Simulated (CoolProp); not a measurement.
R1234yf along the isobar 0.509 MPa: fugacity coefficient from the reference equation and from simpler models built on Tc = 94.7 °C, pc = 3.384 MPa, ω = 0.276; each cubic takes its own stable root.

Values from CoolProp's reference Helmholtz-energy equation of state, Lemmon 2022.

```tsv
T (°C)	phase	reference
-12.65	liquid	0.3727
8.65	liquid	0.7374
30.05	gas	0.8979
51.35	gas	0.9192
72.75	gas	0.9351
94.15	gas	0.9473
115.45	gas	0.9567
136.85	gas	0.9642
```

**Question.** How far does each simpler model (van der Waals, Redlich-Kwong, Peng-Robinson) lie from the reference over these 8 states: mean and median of the absolute difference, and the worst?

**Answer.** 
- van der Waals: mean 21.8 %, median 1.8 %, worst +141.5 % at -12.65 °C and 0.509 MPa
- Redlich-Kwong: mean 10.4 %, median 0.7 %, worst +58.7 % at -12.65 °C and 0.509 MPa
- Peng-Robinson: mean 0.4 %, median 0.4 %, worst +0.5 % at 8.65 °C and 0.509 MPa

At some of these states van der Waals, Redlich-Kwong gives the other phase, because its saturation line lies elsewhere.
